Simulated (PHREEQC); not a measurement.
A made-up water analysis in mg/kgw, 60 °C, pH 6.01, pe 10.8:

| constituent | mg/kgw |
|---|---|
| Na | 0.00807 |
| K | 0.00547 |
| Ca | 0.0273 |
| Mg | 0.00353 |
| Cl | 0.0122 |
| S(6) as SO4 | 0.0148 |
| Alkalinity as HCO3 | 0.088 |
| Sr | 0.00225 |
| Ni | 8.51e-05 |
| Si as SiO2 | 0.00227 |
| Br | 7.6e-05 |
| O(0) (dissolved oxygen) | 0.000123 |

Valence states are taken as typed.

Equilibrium calculation in PHREEQC: ion-association model, wateq4f.dat.

| quantity | before | after |
|---|---|---|
| ionic strength (mol/kgw) | 4.13e-6 | 6.25e-6 |
| CO2 (mol/kgw) | 4.42e-6 | 2.71e-5 |
| HCO3- (mol/kgw) | 2.33e-6 | 4.51e-6 |
| CO3-2 (mol/kgw) | 1.72e-10 | 1.06e-10 |
| CaSO4 (mol/kgw) | 2.75e-11 | 2.73e-11 |
| CaHCO3+ (mol/kgw) | 2.66e-11 | 5.14e-11 |
| SI of Quartz (SiO2) | -3.90 | -3.90 |

Task: Which change was made?
A) Ca from 0.0273 to 0.0546 mg/kgw
B) temperature from 60 to 5 °C at the same typed pH
C) all concentrations times 2 at the same typed pH
D) pH from 6.01 to 5.51 at the same alkalinity

Result: D, pH from 6.01 to 5.51 at the same alkalinity

Precipitation was switched off in this run. Away from 25 °C the constants follow the database's enthalpies or fits; those with neither stay at their 25 °C values.
